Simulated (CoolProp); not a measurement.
Model: reference Helmholtz-energy equation of state, Span 1996, in CoolProp.

Q: Give the vapour pressure (bar), vapour density (kg/m³), enthalpy of vaporisation (kJ/kg), liquid viscosity (µPa s) of saturated carbon dioxide at 237, 283.2 K.

A: 
| T (K) | p (bar) | vapour density (kg/m³) | enthalpy of vaporisation (kJ/kg) | liquid viscosity (µPa s) |
|---|---|---|---|---|
| 237 | 11.5 | 30.0 | 315 | 181 |
| 283.2 | 45.1 | 135 | 197 | 83.5 |

Viscosity comes from a separate model (Laesecke 2017).
